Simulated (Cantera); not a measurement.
Feed: 1 mol BN, 53 mol HCl, 2.7 mol H2, held at 75.0 Torr.

Method: chemical equilibrium by Gibbs-energy minimisation in Cantera with the NASA 1993 tables (ideal gas, pure condensed phases). Candidate condensed phases: B, BN, NH4Cl; 21 gas species. Gases not in the tables: BHCl2. The numbers say what is thermodynamically allowed, not how fast it happens.

Problem. At 1025 K, list the 4 most abundant gas species with their mole fractions, and the condensed phases.

Solution. HCl 0.942, H2 0.0534, BCl3 0.00327, N2 0.00164. Condensed: BN(s).
